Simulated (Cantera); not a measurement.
Input: 1 mol SiO2, 2 mol CH4, 0.061 mol CO, held at 3.80 bar.

Equilibrium computed with Cantera from the NASA thermochemical tables; the gas is ideal and each condensed phase is pure. Candidate condensed phases: C, C6H6, C7H8, C8H18, H2O, Si, SiC, SiO2; 123 gas species. Mutual solubility and eutectic melting of coexisting phases are not modelled. The tables hold silica as quartz up to 1696 K and as liquid above; real silica turns to tridymite and cristobalite and melts near 1996 K. The numbers say what is thermodynamically allowed, not how fast it happens.

Problem. Which condensed phases are stable at each of these points (T (°C)): 652, 752, 852, 952, 1052, 1152, 1252, 1352, 1452, 1552, 1652?

Solution. 
```csv
T (°C),condensed phases,Si condensed (%)
652,C(graphite) + SiO2(β-quartz),100.0
752,C(graphite) + SiO2(β-quartz),100.0
852,C(graphite) + SiO2(β-quartz),100.0
952,C(graphite) + SiO2(β-quartz),100.0
1052,C(graphite) + SiO2(β-quartz),100.0
1152,C(graphite) + SiO2(β-quartz),100.0
1252,C(graphite) + SiO2(β-quartz),100.0
1352,C(graphite) + SiC(s) + SiO2(β-quartz),100.0
1452,C(graphite) + SiC(s) + SiO2(condensed),99.7
1552,SiC(s) + SiO2(condensed),98.5
1652,SiC(s) + SiO2(condensed),92.5
```

From 652 °C to 1252 °C the condensed part is C(graphite) + SiO2(β-quartz). At 1352 °C the condensed part is C(graphite) + SiC(s) + SiO2(β-quartz). At 1452 °C the condensed part is C(graphite) + SiC(s) + SiO2(condensed). From 1552 °C to 1652 °C the condensed part is SiC(s) + SiO2(condensed).
